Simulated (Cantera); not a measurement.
Input: 1 mol SiH2Cl2, 0.038 mol Cl2, 30 mol H2, equilibrated at 1248 K and 13.5 Torr.

Method: chemical equilibrium by Gibbs-energy minimisation in Cantera with the NASA 1993 tables (ideal gas, pure condensed phases). Candidate condensed phases: Si; 19 gas species. The tables' values for SiCl3 are old estimates; treat these amounts as uncertain. Rates play no part.

### Question
What is the equilibrium state?

### Answer
| Item | Result |
|---|---|
| x(H2) | 0.945 |
| x(HCl) | 0.0473 |
| x(SiCl2) | 0.00595 |
| x(SiCl3) | 0.000690 |
| x(SiCl4) | 0.000577 |
| x(SiHCl3) | 0.000406 |
| x(SiH2Cl2) | 3.88e-5 |
| x(H) | 3.38e-6 |
| x(SiH3Cl) | 1.03e-6 |
| n(Si(s)) | 0.755 mol |
| gas amount | 31.99 mol |
